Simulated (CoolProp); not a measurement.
Vapour-liquid equilibrium of dimethyl ether (1) + methanol (2) at 302.1 K; x and y are mole fractions of (1).

Values from CoolProp's multi-fluid Helmholtz-energy mixture model, Wu 2011 and de Reuck 1993; pair parameters Bell 2016.

| x | bubble pressure (MPa) | y at the bubble point | dew pressure at overall composition x (MPa) | liquid density (mol/L) |
|---|---|---|---|---|
| 0.05 | 0.08767 | 0.769 | 0.02189 | 23.77 |
| 0.125 | 0.1753 | … | 0.02376 | 22.82 |
| 0.2 | … | 0.924 | 0.02596 | 21.92 |
| 0.275 | 0.3079 | … | 0.02860 | 21.06 |
| 0.35 | 0.3567 | 0.951 | 0.03185 | 20.24 |
| 0.425 | 0.3969 | 0.958 | 0.03594 | 19.45 |
| 0.5 | 0.4310 | … | 0.04124 | 18.68 |
| 0.575 | 0.4614 | 0.967 | 0.04838 | 17.95 |
| 0.65 | … | 0.971 | 0.05851 | 17.24 |
| 0.725 | 0.5196 | 0.976 | 0.07402 | 16.56 |
| 0.8 | 0.5513 | … | 0.1007 | 15.89 |
| 0.875 | … | 0.986 | 0.1573 | 15.25 |
| 0.95 | … | 0.994 | 0.3503 | 14.63 |

Question: What belongs in the gaps?

Answer: 
- 0.125, y at the bubble point: 0.889
- 0.2, bubble pressure (MPa): 0.2482
- 0.275, y at the bubble point: 0.941
- 0.5, y at the bubble point: 0.963
- 0.65, bubble pressure (MPa): 0.4903
- 0.8, y at the bubble point: 0.981
- 0.875, bubble pressure (MPa): 0.5871
- 0.95, bubble pressure (MPa): 0.6287

No azeotrope shows between x = 0.05 and 0.95.

The pair parameters rest on a limited set of measurements; away from them the model extrapolates. With so large a gap from Raoult's law the liquid may split in two, which this calculation doesn't test in full.
